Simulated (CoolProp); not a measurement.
Computed with CoolProp (reference Helmholtz-energy equation of state, Thol 2015).

Q: For 1,2-dichloroethane, give the phase and the Z, cp (kJ/(kg K)), speed of sound (m/s), expansivity (1/kK) at 488.1 K and 2.25 MPa.

A: 
- 488.1 K and 2.25 MPa: liquid; Z 0.0609, cp 1.66, speed of sound 470, expansivity 3.00
